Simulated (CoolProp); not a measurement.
The numbers come from the reference Helmholtz-energy equation of state, Guder 2009 in CoolProp.

Give the vapour pressure (MPa), liquid cp (kJ/(kg K)), liquid viscosity (µPa s) of saturated sulfur hexafluoride at 294.7, 304.5 K.


```
T (K)  p (MPa)  liquid cp (kJ/(kg K))  liquid viscosity (µPa s)
-----  -------  ---------------------  ------------------------
294.7     2.18                   1.26                       125
304.5     2.74                   1.54                     100.0
```

Viscosity comes from a separate model (Quiñones-Cisneros 2012).
